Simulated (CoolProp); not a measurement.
Computed with CoolProp (reference Helmholtz-energy equation of state, Smukala 2000).

Task: Give the vapour pressure (MPa), liquid density (kg/m³), surface tension (mN/m) of saturated ethylene at 171.3, 204, 220.3 K.

Result: 
```tsv
T (K)	p (MPa)	liquid density (kg/m³)	surface tension (mN/m)
171.3	0.113	565	16.0
204	0.535	515	10.6
220.3	0.966	486	8.10
```

Surface tension comes from a separate correlation (Mulero 2012).
